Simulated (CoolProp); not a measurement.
A single-stage vapour-compression cycle with benzene: evaporating at 308.15 K (dew point), condensing at 358.15 K (bubble point), superheat 2 K, subcooling 2 K, compressor efficiency 0.6, no pressure losses. Each further row changes one setting.

Values from CoolProp's reference Helmholtz-energy equation of state, Thol 2012.

```csv
case,cooling COP,pressure ratio,discharge temperature (K),refrigerating effect (kJ/kg),volumetric capacity (kJ/m³)
as stated,3.25,5.95,394.9,340,206
evaporating temperature 313.15 K,[?],4.82,[?],346,[?]
condensing temperature 353.15 K,3.68,5.11,[?],350,212
subcooling 7 K,3.34,5.95,394.9,350,212
superheat 12 K,3.26,5.95,[?],352,206
compressor efficiency 0.5,2.71,5.95,409.1,340,206
```

### Question
Some entries are withheld; supply them.

### Answer

- evaporating temperature 313.15 K, cooling COP: 3.73
- evaporating temperature 313.15 K, discharge temperature (K): 390.4
- evaporating temperature 313.15 K, volumetric capacity (kJ/m³): 254
- condensing temperature 353.15 K, discharge temperature (K): 388.0
- superheat 12 K, discharge temperature (K): 404.8
